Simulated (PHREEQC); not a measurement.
## Copper plating or etch bath

A solution holds 36 mmol/kgw Cu(NO3)2, 78 mmol/kgw H2SO4 and 0.31 mmol/kgw NaCl, at 5 °C. Closed to the air; pH follows from the charge balance.

The numbers come from PHREEQC with the ion-association model, wateq4f.dat.

No solid was allowed to form.

Estimate the pH, ionic strength.

pH 1.06; ionic strength 0.209 mol/kgw.

In which forms is Na present?

Na+ 97 %, NaSO4- 2.6 % of the Na.

At this temperature some constants are extrapolated from 25 °C, and those without enthalpy data are left unchanged.
